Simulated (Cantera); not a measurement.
Input (Python, Cantera) and output of one run.

```python
import numpy as np
import cantera as ct

gas_names = [...]  # 118 gases of nasa_gas.yaml made of C, Cl, F, H
cond_names = """
    C(gr) C6H6(L) C7H8(L) C8H18(L),n-octa
""".split()


# ... load() reads the species with a 1 bar reference pressure and builds the phases ...
atoms = {
    'CF4': {'C': 1, 'F': 4},
    'HCl': {'H': 1, 'CL': 1},
}
top_T = {'C(gr)': 4500}  # K; cautious upper limits of use, not melting points


# ... equilibrate(T, P, feed) seeds the gas with the atoms and calls Mixture.equilibrate('TP', solver="vcs", rtol=1e-11, max_steps=5000) ...
results = []
T = 2598  # K
P = 15  # Pa
for m in [0.11, 0.21, 0.3, 0.39, 0.49, 0.58, 0.67, 0.76, 0.86, 0.95, 1, 1.1, 1.2]:
    feed = {'CF4': 1, 'HCl': m}  # mol
    mix = equilibrate(T, P, feed)
    results.append((T, P, feed, dict(zip(mix.species_names, mix.species_moles))))

top = {s: max(r[3][s] / sum(r[3][g] for g in gas_names) for r in results) for s in gas_names}
cols = sorted((s for s in top if top[s] > 0.0001), key=lambda s: -top[s])[:6]
seen = [c for c in cond_names if any(r[3].get(c, 0) > 1e-12 for r in results)]
print("log10 of partial pressures in bar; condensed amounts in mol")
print(f"{'n(HCl)':>10s}" + "".join(f"{s[:9]:>10s}" for s in cols + seen))
for T, P, feed, n in results:
    ng = sum(n[g] for g in gas_names)
    print(f"{feed['HCl']:10.4g}" + "".join(f"{np.log10(max(n[s] / ng * P / 1e5, 1e-99)):10.3f}" for s in cols)
          + "".join(f"{n.get(c, 0):10.4g}" for c in seen))
```

Output:

```
log10 of partial pressures in bar; condensed amounts in mol
    n(HCl)         F        CL        HF        CF        C3         H     C(gr)
      0.11    -3.878    -5.402    -5.415    -5.239    -5.667    -6.949    0.6021
      0.21    -3.900    -5.133    -5.146    -5.260    -5.667    -6.658    0.6026
       0.3    -3.920    -4.988    -5.001    -5.280    -5.667    -6.494     0.603
      0.39    -3.939    -4.883    -4.898    -5.300    -5.667    -6.371    0.6032
      0.49    -3.961    -4.794    -4.810    -5.321    -5.667    -6.261    0.6033
      0.58    -3.980    -4.730    -4.746    -5.341    -5.667    -6.178    0.6034
      0.67    -4.000    -4.677    -4.693    -5.361    -5.667    -6.105    0.6033
      0.76    -4.020    -4.631    -4.648    -5.380    -5.667    -6.040    0.6031
      0.86    -4.042    -4.587    -4.605    -5.402    -5.667    -5.975    0.6027
      0.95    -4.062    -4.552    -4.571    -5.422    -5.667    -5.921    0.6023
         1    -4.073    -4.535    -4.554    -5.434    -5.667    -5.893    0.6021
       1.1    -4.096    -4.503    -4.523    -5.456    -5.667    -5.840    0.6014
       1.2    -4.118    -4.474    -4.496    -5.479    -5.667    -5.789    0.6007
```

Method: chemical equilibrium by Gibbs-energy minimisation in Cantera with the NASA 1993 tables (ideal gas, pure condensed phases).
